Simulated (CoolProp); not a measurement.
Vapour-liquid equilibrium of R125 (1) + R134a (2) at 36.85 °C; x and y are mole fractions of (1).

Computed with CoolProp (multi-fluid Helmholtz-energy mixture model, Lemmon 2005 and Tillner-Roth 1994; pair parameters Lemmon 2004).

### Question
Give the bubble pressure and the first vapour's composition at x = 0.05, 0.2, 0.35. Is there an azeotrope?

### Answer
x = 0.05: 980.2 kPa, y = 0.085; x = 0.2: 1119 kPa, y = 0.300; x = 0.35: 1256 kPa, y = 0.473. No azeotrope shows between x = 0.05 and 0.95.

The pair parameters rest on a limited set of measurements; away from them the model extrapolates.
